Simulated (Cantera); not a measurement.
# Carbothermic reduction: SiO2 + CO + N2 + C

Feed: 1 mol SiO2, 0.95 mol CO, 0.23 mol N2, 4.6 mol C, held at 1800 K and 10.0 mbar.

Cantera equilibrium calculation (NASA polynomials, part measured and part estimated; ideal gas, pure solids and liquids). Candidate condensed phases: C, Si, SiC, SiO2, Si2N2O, Si3N4; 34 gas species. Kinetics and transport are ignored.

```
Property                              Value
--------------------------------  ---------
x(CO)                                 0.923
x(N2)                                0.0723
x(SiO)                              0.00513
x(Si)                               7.65e-6
n(C(graphite))                     1.63 mol
n(SiC(s))                         0.984 mol
gas amount                        3.180 mol
log10 activity of Si(l) (absent)      -1.62
```
